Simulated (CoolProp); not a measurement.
Ethylene along the isobar 2.89 MPa: fugacity coefficient from the reference equation and from simpler models built on Tc = 282.4 K, pc = 5.042 MPa, ω = 0.087; each cubic takes its own stable root.

Values from CoolProp's reference Helmholtz-energy equation of state, Smukala 2000.

```tsv
T (K)	phase	reference	van der Waals	Redlich-Kwong	Soave-Redlich-Kwong	Peng-Robinson
210.9	liquid	0.2288	0.4341	0.2458	0.2318	0.2274
226.5	liquid	0.3653	0.5696	0.3895	0.3709	0.3621
242	liquid	0.5362	0.7145	0.5636	0.5443	0.5301
257.6	liquid	0.7368	0.7870	0.7504	0.7439	0.7241
273.1	gas	0.7899	0.8161	0.7906	0.7896	0.7726
288.7	gas	0.8240	0.8400	0.8224	0.8230	0.8061
304.2	gas	0.8508	0.8597	0.8479	0.8499	0.8333
319.8	gas	0.8727	0.8764	0.8690	0.8722	0.8561
335.3	gas	0.8907	0.8905	0.8865	0.8908	0.8751
```

At some of these states van der Waals, Redlich-Kwong gives the other phase, because its saturation line lies elsewhere.
